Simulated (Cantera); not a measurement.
What does this Cantera script print?

```python
import numpy as np
import cantera as ct

gas = ct.Solution("SiF4_NH3_mec.yaml", "gas")
gas.TPX = 2323, 3600, {'NH3': 1, 'N2': 11}
inlet = ct.Reservoir(gas, clone=True)

reactor = ct.IdealGasConstPressureReactor(gas, energy="off", clone=False)
exhaust = ct.Reservoir(gas, clone=True)
tau = [0.51, 0.24, 0.11, 0.054, 0.026, 0.012, 0.0057, 0.0027, 0.0013, 0.00061, 0.00029][0]
for a, b in ((inlet, reactor), (reactor, exhaust)):
    ct.MassFlowController(a, b, mdot=lambda t: reactor.mass / tau)
net = ct.ReactorNet([reactor])
show = ['NH3', 'NH2', 'H', 'N2', 'H2']

rows = []
print(f"{'tau/s':>10s}{'T/K':>9s}" + "".join(f"{s:>11s}" for s in show))
for tau in [0.51, 0.24, 0.11, 0.054, 0.026, 0.012, 0.0057, 0.0027, 0.0013, 0.00061, 0.00029]:
    net.initial_time = 0.0
    net.advance(30 * tau)
    before = gas.X
    net.advance(40 * tau)
    drift = np.max(np.abs(gas.X - before) / (gas.X + 1e-9))
    rows.append([gas.T, *gas[show].X, drift])
    print(f"{tau:10.3e}{gas.T:9.1f}" + "".join(f"{x:11.3e}" for x in gas[show].X))
```

It prints:

```
     tau/s      T/K        NH3        NH2          H         N2         H2
 5.100e-01   2323.0  6.454e-03  1.669e-04  8.685e-04  8.867e-01  1.058e-01
 2.400e-01   2323.0  1.249e-02  2.697e-04  6.706e-04  8.891e-01  9.744e-02
 1.100e-01   2323.0  2.260e-02  4.216e-04  4.997e-04  8.930e-01  8.339e-02
 5.400e-02   2323.0  3.529e-02  6.011e-04  3.639e-04  8.980e-01  6.572e-02
 2.600e-02   2323.0  4.990e-02  8.160e-04  2.464e-04  9.036e-01  4.535e-02
 1.200e-02   2323.0  6.362e-02  1.057e-03  1.512e-04  9.089e-01  2.618e-02
 5.700e-03   2323.0  7.291e-02  1.263e-03  8.650e-05  9.125e-01  1.316e-02
 2.700e-03   2323.0  7.841e-02  1.338e-03  4.307e-05  9.146e-01  5.509e-03
 1.300e-03   2323.0  8.117e-02  1.139e-03  1.865e-05  9.157e-01  1.897e-03
 6.100e-04   2323.0  8.244e-02  7.075e-04  8.449e-06  9.163e-01  5.575e-04
 2.900e-04   2323.0  8.294e-02  3.603e-04  5.811e-06  9.165e-01  2.005e-04
```

Cantera simulation using the gas-phase N/H chemistry of the illustrative SiF4/NH3 mechanism in the Surface Chemkin manual (1991); the numbers are that mechanism's predictions, not measurements. Walls and surfaces, which speed up NH3 decomposition in real reactors, are not modelled.
